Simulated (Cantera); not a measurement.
Cantera run:

```python
import numpy as np
import cantera as ct

gas_names = """
    B BCL BCL2 BCL3 BH BH2 BH3 BN BO BOCL BO2 B2 B2O B2O2 B2O3 B3O3CL3 B3O3H3 CL CLO CL2 H HBO HBO2 HCL
    HNO HNO2 HNO3 HOCL HO2 H2 H2O H2O2 H3B3O6 N NH NH2 NH3 NH2OH NO NO2 NO3 N2 N2H2 N2H4 N2O O OH O2 O3
""".split()
cond_names = """
    B(b) B(L) BN(s) B2O3(L) B3O3H3(cr) H2O(s) H2O(L) NH4CL(a) NH4CL(b)
""".split()


def load(file, names, dense=False):
    # The tables refer to 1 bar. Condensed volumes are neglected.
    table = {s.name: s for s in ct.Species.list_from_file(file)}
    out = []
    for n in names:
        d = dict(table[n].input_data)
        d["thermo"] = dict(d["thermo"], **{"reference-pressure": 1e5})
        if dense:
            d["equation-of-state"] = {"model": "constant-volume", "density": "1e6 g/cm^3"}
        out.append(ct.Species.from_dict(d))
    return out


gas = ct.Solution(thermo="ideal-gas", species=load("nasa_gas.yaml", gas_names))
cond = {s.name: ct.Solution(thermo="fixed-stoichiometry", species=[s], name=s.name)
        for s in load("nasa_condensed.yaml", cond_names, dense=True)}
atoms = {
    'BCl3': {'B': 1, 'CL': 3},
    'O2': {'O': 2},
    'N2': {'N': 2},
    'H2O': {'H': 2, 'O': 1},
}
top_T = {'BN(s)': 3200}  # K; cautious upper limits of use, not melting points


def equilibrate(T, P, feed):
    n = {}
    for name, mol in feed.items():
        for a, k in atoms[name].items():
            n[a] = n.get(a, 0.0) + k * mol
    gas.TPX = T, P, n
    mass = sum(n.values()) * gas.mean_molecular_weight
    gas.equilibrate("TP")
    valid = [c for c in cond.values() if c.min_temp <= T <= top_T.get(c.name, c.max_temp)]
    mix = ct.Mixture([(gas, mass / gas.mean_molecular_weight)] + [(c, 0.0) for c in valid])
    mix.T, mix.P = T, P
    mix.equilibrate("TP", solver="vcs", rtol=1e-11, max_steps=5000)
    return mix


results = []
feed = {'BCl3': 1, 'O2': 2.9, 'N2': 2.6, 'H2O': 16}  # mol
for P in [10, 46, 220, 1000, 4600, 22000, 100000]:
    for T in [1050, 1075, 1100, 1125, 1150, 1175, 1200, 1225, 1250]:
        mix = equilibrate(T, P, feed)
        results.append((T, P, feed, dict(zip(mix.species_names, mix.species_moles))))

for T, P, feed, n in results:
    print(f"{T:7g} {P:10.4g}  " + (" + ".join(c for c in cond_names if n.get(c, 0) > 1e-12) or "gas only"))
```

Result:

```
   1050         10  B2O3(L)
   1075         10  B2O3(L)
   1100         10  B2O3(L)
   1125         10  B2O3(L)
   1150         10  B2O3(L)
   1175         10  gas only
   1200         10  gas only
   1225         10  gas only
   1250         10  gas only
   1050         46  B2O3(L)
   1075         46  B2O3(L)
   1100         46  B2O3(L)
   1125         46  B2O3(L)
   1150         46  B2O3(L)
   1175         46  B2O3(L)
   1200         46  B2O3(L)
   1225         46  gas only
   1250         46  gas only
   1050        220  B2O3(L)
   1075        220  B2O3(L)
   1100        220  B2O3(L)
   1125        220  B2O3(L)
   1150        220  B2O3(L)
   1175        220  B2O3(L)
   1200        220  B2O3(L)
   1225        220  B2O3(L)
   1250        220  B2O3(L)
   1050       1000  B2O3(L)
   1075       1000  B2O3(L)
   1100       1000  B2O3(L)
   1125       1000  B2O3(L)
   1150       1000  B2O3(L)
   1175       1000  B2O3(L)
   1200       1000  B2O3(L)
   1225       1000  B2O3(L)
   1250       1000  B2O3(L)
   1050       4600  B2O3(L)
   1075       4600  B2O3(L)
   1100       4600  B2O3(L)
   1125       4600  B2O3(L)
   1150       4600  B2O3(L)
   1175       4600  B2O3(L)
   1200       4600  B2O3(L)
   1225       4600  B2O3(L)
   1250       4600  B2O3(L)
   1050    2.2e+04  B2O3(L)
   1075    2.2e+04  B2O3(L)
   1100    2.2e+04  B2O3(L)
   1125    2.2e+04  B2O3(L)
   1150    2.2e+04  B2O3(L)
   1175    2.2e+04  B2O3(L)
   1200    2.2e+04  B2O3(L)
   1225    2.2e+04  B2O3(L)
   1250    2.2e+04  B2O3(L)
   1050      1e+05  B2O3(L)
   1075      1e+05  B2O3(L)
   1100      1e+05  B2O3(L)
   1125      1e+05  B2O3(L)
   1150      1e+05  B2O3(L)
   1175      1e+05  B2O3(L)
   1200      1e+05  B2O3(L)
   1225      1e+05  B2O3(L)
   1250      1e+05  B2O3(L)
```

Cantera equilibrium calculation (NASA polynomials, part measured and part estimated; ideal gas, pure solids and liquids). The tables' values for BCl2 are old estimates. Gases not in the tables: H3BO3.
